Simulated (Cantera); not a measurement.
# Gas-phase reforming

An isothermal, constant-pressure homogeneous reactor starts with 57.1 % CH₄, 42.9 % H₂O, at 1548 K and 730000 Pa.

Detailed kinetics in Cantera: GRI-Mech 3.0 (53 species, 325 reactions). GRI-Mech 3.0 stops at C3 and has no aromatics, soot or wall deposition, so with more carbon than oxygen in the feed, carbon stays in small species such as C2H2 where larger ones or solid carbon would form.

```
t (s)     x CH₄   x H₂O      x CO     x OH      x H
--------  -----  ------  --------  -------  -------
0.000700  0.563   0.428   5.60e-6  2.55e-7  1.85e-7
0.00252   0.537   0.423   8.14e-5  2.81e-7  6.54e-7
0.00910   0.458   0.402  0.000443  2.40e-7  1.89e-6
0.0328    0.319   0.363   0.00220  2.08e-7  4.04e-6
0.118     0.216   0.325   0.00972  2.11e-7  6.54e-6
0.427     0.214   0.281    0.0320  1.76e-7  7.03e-6
1.54      0.208   0.206    0.0780  1.19e-7  7.58e-6
5.55      0.178   0.125     0.136  6.60e-8  8.29e-6
20.0      0.134  0.0614     0.184  3.02e-8  8.91e-6
```
x: mole fraction; the columns are a selection and need not sum to one.

Equilibrium at this temperature and pressure: CH₄ 0.0725, H₂O 0.000140, CO 0.230, OH 6.42e-11, H 9.57e-6 (gas phase only).
